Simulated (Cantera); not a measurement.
# Iron carbonyl, mercury and lead vapours: Fe(CO)5 + H2 + N2

Charge: 1 mol Fe(CO)5, 0.038 mol H2, a varied amount of N2, equilibrated at 1575 K and 0.0100 bar.

Equilibrium computed with Cantera from the NASA thermochemical tables; the gas is ideal and each condensed phase is pure. Candidate condensed phases: C, C6H6, C7H8, C8H18, Fe, Fe(CO)5, FeO, Fe(OH)2, Fe(OH)3, Fe2O3, Fe3O4, H2O; 140 gas species. Kinetics and transport are ignored.

| n(N2) (mol) | x N2 | x CO | x H2 | x Fe | x H | n Fe(γ) |
|---|---|---|---|---|---|---|
| 1.4 | 0.217 | 0.777 | 0.00588 | 6.83e-5 | 3.19e-5 | 1.000 |
| 1.9 | 0.274 | 0.721 | 0.00546 | 6.83e-5 | 3.07e-5 | 1.000 |
| 2.5 | 0.332 | 0.663 | 0.00502 | 6.83e-5 | 2.94e-5 | 0.999 |
| 3.4 | 0.403 | 0.592 | 0.00448 | 6.83e-5 | 2.78e-5 | 0.999 |
| 4.6 | 0.477 | 0.519 | 0.00392 | 6.83e-5 | 2.60e-5 | 0.999 |
| 6.1 | 0.548 | 0.449 | 0.00340 | 6.83e-5 | 2.42e-5 | 0.999 |
| 8.2 | 0.619 | 0.378 | 0.00286 | 6.83e-5 | 2.22e-5 | 0.999 |
| 11 | 0.686 | 0.312 | 0.00236 | 6.83e-5 | 2.02e-5 | 0.999 |
| 15 | 0.749 | 0.249 | 0.00189 | 6.83e-5 | 1.80e-5 | 0.999 |
| 20 | 0.799 | 0.200 | 0.00151 | 6.83e-5 | 1.61e-5 | 0.998 |
| 27 | 0.843 | 0.156 | 0.00118 | 6.83e-5 | 1.43e-5 | 0.998 |
| 36 | 0.877 | 0.122 | 0.000919 | 6.83e-5 | 1.26e-5 | 0.997 |
x: gas mole fraction; n: condensed amount in mol.

From 1.4 mol N2 to 36 mol N2 the condensed part is Fe(γ). The main Fe-bearing gas is Fe throughout.
